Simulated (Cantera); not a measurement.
Input (Python, Cantera):

```python
import numpy as np
import cantera as ct

gas = ct.Solution("gri30.yaml")
gas.TPX = 1750, 160000, {'CH4': 1, 'H2': 0.47, 'O2': 2.79, 'N2': 10.5, 'H2O': 0.086}
reactor = ct.IdealGasReactor(gas, energy="on", clone=False)
net = ct.ReactorNet([reactor])
net.rtol, net.atol = 1e-08, 1e-16
show = ['CH4', 'H2', 'O2', 'O', 'HCO']
times = np.geomspace(2e-06, 6, 11)

steps = ct.SolutionArray(gas, extra=["t"])
rows = []
print(f"{'t/s':>10s}{'T/K':>9s}{'P/Pa':>11s}" + "".join(f"{s:>11s}" for s in show))
for t in times:
    while net.time < t:
        t_next = net.step()
        steps.append(gas.state, t=t_next)
    rows.append([np.interp(t, steps.t, y) for y in (steps.T, steps.P, *steps(*show).X.T)])
    print(f"{t:10.3e}{rows[-1][0]:9.1f}{rows[-1][1]:11.4g}" + "".join(f"{x:11.3e}" for x in rows[-1][2:]))
rate = np.gradient(steps.T, steps.t)
print("integrator steps:", len(steps.t))
if steps.T.max() > steps.T[0] + 200:
    print(f"time of steepest temperature rise: {steps.t[rate.argmax()]:.4e} s")
gas.TPX = 1750, 160000, {'CH4': 1, 'H2': 0.47, 'O2': 2.79, 'N2': 10.5, 'H2O': 0.086}
gas.equilibrate("UV")
print(f"equilibrium (UV): T = {gas.T:.1f} K  " + "  ".join(f"{s} {gas[s].X[0]:.3e}" for s in show))
```

Output:

```
       t/s      T/K       P/Pa        CH4         H2         O2          O        HCO
 2.000e-06   1749.9    1.6e+05  6.734e-02  3.166e-02  1.879e-01  5.062e-07  3.462e-11
 8.887e-06   1749.8    1.6e+05  6.717e-02  3.162e-02  1.878e-01  2.515e-06  3.552e-09
 3.949e-05   2028.7  1.883e+05  3.212e-02  3.883e-02  1.523e-01  3.734e-04  8.750e-05
 1.755e-04   2951.9  2.775e+05  3.038e-15  1.467e-02  4.390e-02  1.216e-02  6.488e-08
 7.796e-04   2940.0  2.761e+05  3.230e-15  1.485e-02  3.979e-02  1.108e-02  6.359e-08
 3.464e-03   2939.2   2.76e+05  3.244e-15  1.487e-02  3.952e-02  1.102e-02  6.351e-08
 1.539e-02   2939.2   2.76e+05  3.244e-15  1.487e-02  3.952e-02  1.102e-02  6.351e-08
 6.839e-02   2939.2   2.76e+05  3.244e-15  1.487e-02  3.952e-02  1.102e-02  6.351e-08
 3.039e-01   2939.2   2.76e+05  3.244e-15  1.487e-02  3.952e-02  1.102e-02  6.351e-08
 1.350e+00   2939.2   2.76e+05  3.244e-15  1.487e-02  3.952e-02  1.102e-02  6.351e-08
 6.000e+00   2939.2   2.76e+05  3.244e-15  1.487e-02  3.952e-02  1.102e-02  6.351e-08
integrator steps: 1647
time of steepest temperature rise: 4.1738e-05 s
equilibrium (UV): T = 2939.2 K  CH4 4.365e-15  H2 1.487e-02  O2 3.952e-02  O 1.102e-02  HCO 6.351e-08
```

Cantera simulation using GRI-Mech 3.0 (53 species, 325 reactions); the numbers are that mechanism's predictions, not measurements.
